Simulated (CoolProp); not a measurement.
Vapour-liquid equilibrium of R22 (1) + R113 (2) at 3.05 °C; x and y are mole fractions of (1).

Values from CoolProp's multi-fluid Helmholtz-energy mixture model, Kamei 1995 and Marx 1992; pair parameters Bell 2016.

```csv
x,bubble pressure (bar),y at the bubble point,dew pressure at overall composition x (bar),liquid density (mol/L)
0.05,0.4846,0.653,0.1831,8.814
0.2,1.450,0.897,0.2167,9.448
0.35,2.356,0.945,0.2653,10.16
0.5,3.138,0.965,0.3420,10.96
0.65,3.820,0.977,0.4809,11.88
0.8,4.479,0.987,0.8093,12.95
0.95,5.213,0.996,2.510,14.22
```

No azeotrope shows between x = 0.05 and 0.95.

Pair parameters are fitted to limited data, so mixtures are less certain than the pure fluids.
